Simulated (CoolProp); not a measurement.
CH2F2 (R32) along the isobar 4900 kPa: Z from the reference equation and from simpler models built on Tc = 351.3 K, pc = 5783 kPa, ω = 0.277; each cubic takes its own stable root.

Values from CoolProp's reference Helmholtz-energy equation of state, Tillner-Roth 1997.

```tsv
T (K)	phase	reference
280.2	liquid	0.1046
285.7	liquid	0.1045
291.2	liquid	0.1046
296.7	liquid	0.1048
302.2	liquid	0.1053
307.7	liquid	0.1060
313.2	liquid	0.1070
318.7	liquid	0.1084
324.2	liquid	0.1104
329.7	liquid	0.1132
335.1	liquid	0.1173
340.6	liquid	0.1246
```

### Question
How far does each simpler model (Redlich-Kwong, Soave-Redlich-Kwong, Peng-Robinson) lie from the reference over these 12 states: mean and median of the absolute difference, and the worst?

### Answer
- Redlich-Kwong: mean 40.3 %, median 38.7 %, worst +52.6 % at 340.6 K and 4900 kPa
- Soave-Redlich-Kwong: mean 33.5 %, median 32.1 %, worst +43.5 % at 340.6 K and 4900 kPa
- Peng-Robinson: mean 18.2 %, median 16.8 %, worst +28.0 % at 340.6 K and 4900 kPa
